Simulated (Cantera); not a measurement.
# Fe₂O₃ + CO (carbothermic reduction)

Charge: 1 mol Fe₂O₃, a varied amount of CO, at 89.0 mbar.

These are equilibrium values from Cantera (NASA tables, ideal gas, pure condensed phases), not measurements of a reactor. Candidate condensed phases: C, Fe, Fe(CO)₅, FeO, Fe₂O₃, Fe₃O₄; 15 gas species. Each liquid is taken as pure. Mutual solubility and eutectic melting of coexisting phases are not modelled. The tables' stoichiometric FeO is somewhat more stable than real wüstite, so its field is too wide. FeO: taken at fixed stoichiometry. Rates play no part.

### Question
Map the stable condensed phases over T = 1723, 1773, 1823, 1873, 1923, 1973, 2023, 2073, 2123, 2173, 2223, 2273, 2323, 2373 K and n(CO) in mol = 1.4, 1.7, 2.1, 2.6, 3.3, 4.1, 5, 6.2, 7.7, 9.5, 12.

### Answer
```
T in K \ n(CO) in mol
         1.4 1.7 2.1 2.6 3.3 4.1   5 6.2 7.7 9.5  12
   2373    A   A   A   A   A   A   A   A   A   A   A
   2323    A   A   A   A   A   A   A   A   A   A   A
   2273    A   A   A   A   A   A   A   A   A   A   A
   2223    A   A   A   A   A   A   A   A   A   A   A
   2173    A   A   A   A   A   A   A   A   A   A   A
   2123    A   A   A   A   A   A   A   A   A   A   A
   2073    A   A   A   A   A   A   A   A   A   A   A
   2023    A   A   A   A   A   A   A   A   A   A   B
   1973    A   A   A   A   A   A   A   A   A   A   B
   1923    A   A   A   A   A   A   A   A   A   A   B
   1873    A   A   A   A   A   A   A   A   A   A   B
   1823    A   A   A   A   A   A   A   A   A   A   B
   1773    A   A   A   A   A   A   A   A   A   B   B
   1723    A   A   A   A   A   A   A   A   A   B   B
```
A: FeO; B: Fe + FeO.
